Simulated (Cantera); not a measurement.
Charge: 1 mol C₂H₄, 1.1 mol O₂, at 2900 Pa.

Cantera equilibrium calculation (NASA polynomials, part measured and part estimated; ideal gas, pure solids and liquids). Candidate condensed phases: C, C₆H₆, C₇H₈, C₈H₁₈, H₂O; 131 gas species. Ions and electrons are included (thermal ionisation). Kinetics and transport are ignored. All values below are at 5000 K.

Base state: H 0.631, CO 0.295, O 0.0521, C 0.0205, H₂ 0.000280, e- 5.33e-5, C+ 4.49e-5, OH 4.30e-5 (mole fractions); condensed: gas only.

Question: What changes in the equilibrium state with this change: C₂H₄ replaced by C₂H₅OH?

Answer: 
| species | before | after |
|---|---|---|
| H | 0.631 | 0.648 |
| CO | 0.295 | 0.211 |
| O | 0.0521 | 0.135 |
| C | 0.0205 | 0.00564 |
| O₂ | 1.61e-6 | 1.08e-5 |
| OH | 4.30e-5 | 0.000114 |
